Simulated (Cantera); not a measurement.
**Carbothermic reduction: Cu2O + CO + CH4**

Feed: 1 mol Cu2O, 5.7 mol CO, 1.4 mol CH4.

Cantera equilibrium calculation (NASA polynomials, part measured and part estimated; ideal gas, pure solids and liquids). Candidate condensed phases: C, C6H6, C7H8, C8H18, Cu, CuO, Cu(OH)2, Cu2O, H2O; 113 gas species. Kinetics and transport are ignored.

Map the stable condensed phases over T = 1298, 1448, 1598, 1748, 1898, 2048, 2198, 2348, 2498 K and P in Pa = 10, 68, 460, 3200, 22000, 150000, 1000000.


```
T in K \ P in Pa
              10      68     460    3200   22000  150000 1000000
   2498        A       A       A       A       A       B       B
   2348        A       A       A       A       A       B       B
   2198        A       A       A       A       B       B       B
   2048        A       A       A       A       B       B       B
   1898        A       A       A       B       B       B       B
   1748        A       A       B       B       B       B       B
   1598        A       B       B       B       B       B       B
   1448        B       B       B       B       B       B       B
   1298        B       B       B       B       B       B       B
```
A: C; B: C + Cu.
